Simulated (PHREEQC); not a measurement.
Dissolve 55 mmol/kgw CuSO4 and 140 mmol/kgw NiCl2 at 20 °C. Closed to the air; pH follows from the charge balance.

Equilibrium calculation in PHREEQC: ion-association model, wateq4f.dat.

| quantity | before | after |
|---|---|---|
| pH | 4.64 | 5.48 |
| ionic strength (mol/kgw) | 0.452 | 0.00604 |
| Cl- (mol/kgw) | 0.247 | 0.00279 |
| Ni+2 (mol/kgw) | 0.0958 | 0.00133 |
| NiCl+ (mol/kgw) | 0.0153 | 6.73e-6 |
| NiCl2 (mol/kgw) | 0.00592 | 5.77e-8 |

Question: Which change was made?
(A) diluted 2-fold with water
(B) CuSO4 left out
(C) temperature from 20 to 55 °C
(D) diluted 100-fold with water

Answer: D, diluted 100-fold with water

Precipitation was switched off in this run. Some of these states are supersaturated (in Atacamite, Antlerite, Brochantite, for instance).
